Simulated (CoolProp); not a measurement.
Vapour-liquid equilibrium of R152A (1) + n-butane (2) at 292.6 K; x and y are mole fractions of (1).

The numbers come from the multi-fluid Helmholtz-energy mixture model, Outcalt 1996 and Bücker 2006; pair parameters Bell 2016 in CoolProp.

Problem. Give the bubble pressure and the first vapour's composition at x = 0.05, 0.45, 0.55. Is there an azeotrope?

Solution. x = 0.05: 276.5 kPa, y = 0.279; x = 0.45: 486.6 kPa, y = 0.672; x = 0.55: 502.9 kPa, y = 0.704. y crosses x between x = 0.75 and 0.85: the model has an azeotrope there.

The pair parameters rest on a limited set of measurements; away from them the model extrapolates. With so large a gap from Raoult's law the liquid may split in two, which this calculation doesn't test in full.
